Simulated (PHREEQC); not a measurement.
Make-up at 25 °C: 0.00828 mol/kgw LiOH, 0.00029 mol/kgw K2SiO3 and 0.00012 mol/kgw K2CO3. Closed to the air; pH follows from the charge balance.

The numbers come from PHREEQC with the ion-association model, phreeqc.dat.

No solid was allowed to form.

Q: Order these Si species by the share of Si that they hold, largest first: H3SiO4-, H2SiO4-2, H4SiO4.

A: H3SiO4- (93 %), H2SiO4-2 (6.4 %), H4SiO4 (0.74 %)

The pH is 11.88 and the ionic strength 0.00924 mol/kgw.
